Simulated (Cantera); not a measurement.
Input: 1 mol Si₂H₆, 0.26 mol Cl₂, a varied amount of H₂, equilibrated at 875 K and 1.58 Torr.

Cantera equilibrium calculation (NASA polynomials, part measured and part estimated; ideal gas, pure solids and liquids). Candidate condensed phases: Si; 19 gas species. The feed counts by its element totals alone. The tables' values for SiCl₃ are old estimates; treat these amounts as uncertain. The numbers say what is thermodynamically allowed, not how fast it happens.

x: gas mole fraction; n: condensed amount in mol.

| n(H₂) (mol) | x H₂ | x HCl | x SiCl₄ | x SiHCl₃ | x SiCl₂ | x SiCl₃ | n Si(s) |
|---|---|---|---|---|---|---|---|
| 30 | 0.991 | 0.00614 | (withheld) | 0.000648 | 4.85e-5 | 3.92e-5 | 1.91 |
| 49 | 0.994 | 0.00513 | (withheld) | 0.000376 | 3.37e-5 | 2.27e-5 | 1.93 |
| 78 | 0.995 | 0.00416 | (withheld) | 0.000201 | 2.22e-5 | 1.21e-5 | 1.95 |
| 130 | 0.997 | 0.00312 | (withheld) | 8.42e-5 | 1.24e-5 | 5.09e-6 | 1.97 |
| 200 | 0.998 | 0.00229 | (withheld) | 3.35e-5 | 6.71e-6 | 2.02e-6 | 1.98 |
| 330 | 0.998 | 0.00150 | (withheld) | 9.31e-6 | 2.86e-6 | 5.62e-7 | 1.99 |
| 520 | 0.999 | 0.000977 | (withheld) | 2.59e-6 | 1.22e-6 | 1.56e-7 | 2.00 |
| 840 | 0.999 | 0.000613 | (withheld) | 6.37e-7 | 4.78e-7 | 3.84e-8 | 2.00 |

Task: Fill in the missing entries.

Result: 
- 30, x SiCl₄: 0.00183
- 49, x SiCl₄: 0.000886
- 78, x SiCl₄: 0.000384
- 130, x SiCl₄: 0.000120
- 200, x SiCl₄: 3.51e-5
- 330, x SiCl₄: 6.38e-6
- 520, x SiCl₄: 1.16e-6
- 840, x SiCl₄: 1.78e-7
